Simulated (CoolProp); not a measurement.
Model: reference Helmholtz-energy equation of state, Lemmon 2006, in CoolProp. It is a short technical equation, of lower accuracy than the large ones.

Question: For carbonyl sulfide, give the phase and the cp (kJ/(kg K)) at 208.9 K and 1.01 bar; 284.4 K and 1.01 bar; 359.9 K and 1.01 bar.

Answer: 
- 208.9 K and 1.01 bar: liquid; cp 1.17
- 284.4 K and 1.01 bar: gas; cp 0.691
- 359.9 K and 1.01 bar: gas; cp 0.743
